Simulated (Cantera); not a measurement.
Input: 1 mol Si3N4, 0.0015 mol H2O, 1.8 mol N2, equilibrated at 0.130 Pa.

Method: chemical equilibrium by Gibbs-energy minimisation in Cantera with the NASA 1993 tables (ideal gas, pure condensed phases). Candidate condensed phases: H2O, Si, SiO2, Si2N2O, Si3N4; 35 gas species. Equilibrium is a limit: real reactors are often held back by kinetics, nucleation or transport.

Problem. Which condensed phases are stable at each of these points (T (K)): 1498, 1523, 1548, 1573, 1598, 1623, 1648, 1673, 1698, 1723, 1748, 1773, 1798, 1823?

Solution. 
| T (K) | condensed phases | Si condensed (%) |
|---|---|---|
| 1498 | Si(s) | 99.0 |
| 1523 | Si(s) | 98.2 |
| 1548 | Si(s) | 96.7 |
| 1573 | Si(s) | 94.3 |
| 1598 | Si(s) | 90.0 |
| 1623 | Si(s) | 82.4 |
| 1648 | Si(s) | 68.2 |
| 1673 | Si(s) | 38.9 |
| 1698 | gas only | 0.0 |
| 1723 | gas only | 0.0 |
| 1748 | gas only | 0.0 |
| 1773 | gas only | 0.0 |
| 1798 | gas only | 0.0 |
| 1823 | gas only | 0.0 |

From 1498 K to 1673 K the condensed part is Si(s). From 1698 K to 1823 K nothing is condensed.
